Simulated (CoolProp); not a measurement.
Vapour-liquid equilibrium of ethylene (1) + n-butane (2) at 207 K; x and y are mole fractions of (1).

The numbers come from the multi-fluid Helmholtz-energy mixture model, Smukala 2000 and Bücker 2006; pair parameters Bell 2016 in CoolProp.

Q: Give the bubble pressure and the first vapour's composition at x = 0.05, 0.75, 0.85. Is there an azeotrope?

A: x = 0.05: 0.4434 bar, y = 0.928; x = 0.75: 4.262 bar, y = 0.997; x = 0.85: 4.961 bar, y = 0.999. No azeotrope shows between x = 0.05 and 0.95.

Pair parameters are fitted to limited data, so mixtures are less certain than the pure fluids. The gap from Raoult's law changes sign with composition, which may be real or a fault of the pair parameters; it wasn't checked against measurements.
